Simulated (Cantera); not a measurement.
Feed: 1 mol HMDSO, 6.7 mol O₃, equilibrated at 1600 K and 51.0 Pa.

Equilibrium computed with Cantera from the NASA thermochemical tables; the gas is ideal and each condensed phase is pure. Candidate condensed phases: C, C₆H₆, C₇H₈, C₈H₁₈, H₂O, Si, SiC, SiO₂; 123 gas species. The feed counts by its element totals alone. The tables hold silica as quartz up to 1696 K and as liquid above; real silica turns to tridymite and cristobalite and melts near 1996 K. The numbers say what is thermodynamically allowed, not how fast it happens.

Base state: H₂O 0.495, CO₂ 0.245, CO 0.155, H₂ 0.104, H 0.000778, OH 0.000144, SiO 1.06e-5 (mole fractions); condensed: SiO₂(β-quartz).

Question: What changes in the equilibrium state with this change: O₃ from 6.7 to 1.9 mol?

Answer: 
```json
[
 {"species": "H₂", "before": "0.104", "after": "0.572"},
 {"species": "CO", "before": "0.155", "after": "0.340"},
 {"species": "SiO", "before": "1.06e-5", "after": "0.0859"},
 {"species": "H₂O", "before": "0.495", "after": "8.09e-7"},
 {"species": "CO₂", "before": "0.245", "after": "1.60e-7"},
 {"species": "OH", "before": "0.000144", "after": "<1e-9"},
 {"species": "Si", "before": "<1e-9", "after": "1.87e-5"},
 {"species": "H", "before": "0.000778", "after": "0.00182"},
 {"species": "SiO₂(β-quartz), mol", "before": "2.00", "after": "0"},
 {"species": "SiC(s), mol", "before": "0", "after": "0.650"}
]
```

Question: What changes in the equilibrium state with this change: O₃ from 6.7 to 3.2 mol?

Answer: 
```
species                before     after
-------------------  --------  --------
H₂                      0.104     0.565
CO                      0.155     0.392
H₂O                     0.495    0.0331
CO₂                     0.245   0.00764
SiO                   1.06e-5  0.000858
OH                   0.000144   4.16e-6
H                    0.000778   0.00181
SiO₂(β-quartz), mol      2.00      1.99
```

Question: What changes in the equilibrium state with this change: O₃ from 6.7 to 0.83 mol?

Answer: 
```
species                before     after
-------------------  --------  --------
H₂                      0.104     0.719
CO                      0.155     0.278
H                    0.000778   0.00204
H₂O                     0.495   8.92e-8
CO₂                     0.245   1.15e-8
SiO                   1.06e-5  0.000807
OH                   0.000144     <1e-9
C₂H₂ (acetylene)        <1e-9   1.98e-5
SiO₂(β-quartz), mol      2.00         0
C(graphite), mol            0     0.530
SiC(s), mol                 0      1.99
```
